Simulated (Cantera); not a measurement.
A closed system holds: 1 mol Cr2O3, 65 mol H2, 50 mol N2, equilibrated at 2.93 Torr.

Cantera equilibrium calculation (NASA polynomials, part measured and part estimated; ideal gas, pure solids and liquids). Candidate condensed phases: Cr, CrN, Cr2N, Cr2O3, H2O; 29 gas species. Mutual solubility and eutectic melting of coexisting phases are not modelled. The numbers say what is thermodynamically allowed, not how fast it happens.

log p: log10 of the partial pressure in bar; n: condensed amount in mol.

```csv
T (K),log p H2,log p N2,log p H2O,log p Cr,log p H,log p CrO,n Cr(s),n Cr2O3(s)
1425,-2.66,-2.77,-5.79,-6.96,-6.49,(withheld),0.0286,0.984
1475,-2.66,-2.77,-5.64,-6.48,-6.22,(withheld),0.0355,0.977
1525,-2.66,-2.77,-5.49,-6.03,-5.95,(withheld),0.0356,0.968
1575,-2.66,-2.77,-5.36,-5.61,-5.71,(withheld),0.0140,0.957
1625,-2.66,-2.77,-5.16,-5.34,-5.48,(withheld),0,0.932
1675,-2.66,-2.77,-4.94,-5.12,-5.27,(withheld),0,0.887
1725,-2.66,-2.77,-4.74,-4.92,-5.06,(withheld),0,0.819
1775,-2.67,-2.77,-4.55,-4.72,-4.87,(withheld),0,0.718
1825,-2.67,-2.78,-4.37,-4.55,-4.69,(withheld),0,0.572
1875,-2.68,-2.78,-4.20,-4.38,-4.52,(withheld),0,0.363
```

Fill in the missing entries.


- 1425, log p CrO: -10.66
- 1475, log p CrO: -9.98
- 1525, log p CrO: -9.35
- 1575, log p CrO: -8.75
- 1625, log p CrO: -8.24
- 1675, log p CrO: -7.76
- 1725, log p CrO: -7.32
- 1775, log p CrO: -6.90
- 1825, log p CrO: -6.51
- 1875, log p CrO: -6.14
